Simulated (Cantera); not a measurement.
A perfectly stirred reactor is fed with CH₄ : O₂ : N₂ = 1 : 1.82 : 17.6 (molar parts), equivalence ratio 1.1, at 210 Torr; it is adiabatic with a 425 K inlet, and is followed from long to short residence time, starting on the burning branch (τ in s: 0.22, 0.11, 0.051, 0.025, 0.012, 0.0057, 0.0027, 0.0013, 0.00063, 0.0003, 0.00014, 6.9e-05, 3.3e-05).

Computed with Cantera and GRI-Mech 3.0 (53 species, 325 reactions).

What does this change do: pressure from 210 Torr to 2400 Torr?


```
quantity                                                                      before                               after
------------------------------------------------  ----------------------------------  ----------------------------------
blow-out, bracketed by the residence times tried  burning at 25.0 ms, out at 12.0 ms  burning at 51.0 ms, out at 25.0 ms
x(CH₄) at τ = 0.220 s                                                        5.09e-5                             0.00124
x(O₂) at τ = 0.220 s                                                        0.000472                             0.00236
x(HCN) at τ = 0.220 s                                                        6.36e-6                             1.18e-7
x(CH₂O) at τ = 0.220 s                                                       2.42e-6                             1.36e-5
x(NO₂) at τ = 0.220 s                                                       1.51e-10                            3.75e-10
x(CH₄) at τ = 2.70 ms                                                         0.0490                              0.0490
x(O₂) at τ = 2.70 ms                                                          0.0891                              0.0891
x(HCN) at τ = 2.70 ms                                                         <1e-12                              <1e-12
x(CH₂O) at τ = 2.70 ms                                                        <1e-12                              <1e-12
x(NO₂) at τ = 2.70 ms                                                         <1e-12                              <1e-12
```

What does this change do: inlet temperature 425 to 323 K?


| quantity | before | after |
|---|---|---|
| blow-out, bracketed by the residence times tried | burning at 25.0 ms, out at 12.0 ms | not reached |
| x(CH₄) at τ = 0.220 s | 5.09e-5 | 0.0490 |
| x(O₂) at τ = 0.220 s | 0.000472 | 0.0891 |
| x(HCN) at τ = 0.220 s | 6.36e-6 | <1e-12 |
| x(CH₂O) at τ = 0.220 s | 2.42e-6 | <1e-12 |
| x(NO₂) at τ = 0.220 s | 1.51e-10 | <1e-12 |
| x(CH₄) at τ = 2.70 ms | 0.0490 | 0.0490 |
| x(O₂) at τ = 2.70 ms | 0.0891 | 0.0891 |
| x(HCN) at τ = 2.70 ms | <1e-12 | <1e-12 |
| x(CH₂O) at τ = 2.70 ms | <1e-12 | <1e-12 |
| x(NO₂) at τ = 2.70 ms | <1e-12 | <1e-12 |
| state | not reached | not burning at any residence time tried |
